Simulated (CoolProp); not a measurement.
Vapour-liquid equilibrium of ethylene (1) + 1-butene (2) at 220.2 K; x and y are mole fractions of (1).

The numbers come from the multi-fluid Helmholtz-energy mixture model, Smukala 2000 and Lemmon 2005; pair parameters Bell 2016 in CoolProp.

```json
[
 {"x": "0.05", "bubble pressure (kPa)": "56.26", "y at the bubble point": "0.820", "dew pressure at overall composition x (kPa)": "10.98", "liquid density (mol/L)": "[?]"},
 {"x": "0.125", "bubble pressure (kPa)": "124.9", "y at the bubble point": "0.923", "dew pressure at overall composition x (kPa)": "11.92", "liquid density (mol/L)": "[?]"},
 {"x": "0.2", "bubble pressure (kPa)": "193.5", "y at the bubble point": "0.953", "dew pressure at overall composition x (kPa)": "13.03", "liquid density (mol/L)": "13.02"},
 {"x": "0.275", "bubble pressure (kPa)": "262.4", "y at the bubble point": "0.967", "dew pressure at overall composition x (kPa)": "14.37", "liquid density (mol/L)": "13.41"},
 {"x": "0.35", "bubble pressure (kPa)": "331.6", "y at the bubble point": "0.976", "dew pressure at overall composition x (kPa)": "16.01", "liquid density (mol/L)": "13.80"},
 {"x": "0.425", "bubble pressure (kPa)": "401.1", "y at the bubble point": "0.982", "dew pressure at overall composition x (kPa)": "18.08", "liquid density (mol/L)": "14.21"},
 {"x": "0.5", "bubble pressure (kPa)": "470.9", "y at the bubble point": "0.986", "dew pressure at overall composition x (kPa)": "20.76", "liquid density (mol/L)": "14.64"},
 {"x": "0.575", "bubble pressure (kPa)": "541.0", "y at the bubble point": "0.989", "dew pressure at overall composition x (kPa)": "24.36", "liquid density (mol/L)": "15.07"},
 {"x": "0.65", "bubble pressure (kPa)": "611.5", "y at the bubble point": "0.991", "dew pressure at overall composition x (kPa)": "29.48", "liquid density (mol/L)": "15.50"},
 {"x": "0.725", "bubble pressure (kPa)": "682.5", "y at the bubble point": "0.994", "dew pressure at overall composition x (kPa)": "[?]", "liquid density (mol/L)": "15.94"},
 {"x": "0.8", "bubble pressure (kPa)": "754.7", "y at the bubble point": "0.995", "dew pressure at overall composition x (kPa)": "50.88", "liquid density (mol/L)": "16.37"},
 {"x": "0.875", "bubble pressure (kPa)": "828.9", "y at the bubble point": "0.997", "dew pressure at overall composition x (kPa)": "79.84", "liquid density (mol/L)": "16.78"},
 {"x": "0.95", "bubble pressure (kPa)": "907.1", "y at the bubble point": "0.999", "dew pressure at overall composition x (kPa)": "[?]", "liquid density (mol/L)": "17.14"}
]
```

Q: Some entries are withheld; supply them.

A: 
- 0.05, liquid density (mol/L): 12.29
- 0.125, liquid density (mol/L): 12.65
- 0.725, dew pressure at overall composition x (kPa): 37.34
- 0.95, dew pressure at overall composition x (kPa): 184.5

No azeotrope shows between x = 0.05 and 0.95.

The pair parameters rest on a limited set of measurements; away from them the model extrapolates.
